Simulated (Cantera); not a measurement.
A closed system holds: 1 mol Cu, 0.5 mol CO₂, 1 mol H₂, held at 1898 K and 140 Pa.

These are equilibrium values from Cantera (NASA tables, ideal gas, pure condensed phases), not measurements of a reactor. Candidate condensed phases: C, C₆H₆, C₇H₈, C₈H₁₈, Cu, CuO, Cu(OH)₂, Cu₂O, H₂O; 113 gas species. Kinetics and transport are ignored.

Base state: Cu 0.397, H₂ 0.225, CO 0.169, H₂O 0.168, CO₂ 0.0301, H 0.00990, OH 0.000607, Cu₂ 0.000399 (mole fractions); condensed: gas only.

Task: What changes in the equilibrium state with this change: CO₂ from 0.5 to 0.91 mol?

Result: 
```json
[
 {"species": "Cu", "before": "0.397", "after": "0.342"},
 {"species": "CO", "before": "0.169", "after": "0.218"},
 {"species": "H₂O", "before": "0.168", "after": "0.217"},
 {"species": "H₂", "before": "0.225", "after": "0.121"},
 {"species": "CO₂", "before": "0.0301", "after": "0.0932"},
 {"species": "O₂", "before": "6.58e-6", "after": "3.77e-5"},
 {"species": "O", "before": "2.01e-5", "after": "4.81e-5"},
 {"species": "OH", "before": "0.000607", "after": "0.00107"}
]
```
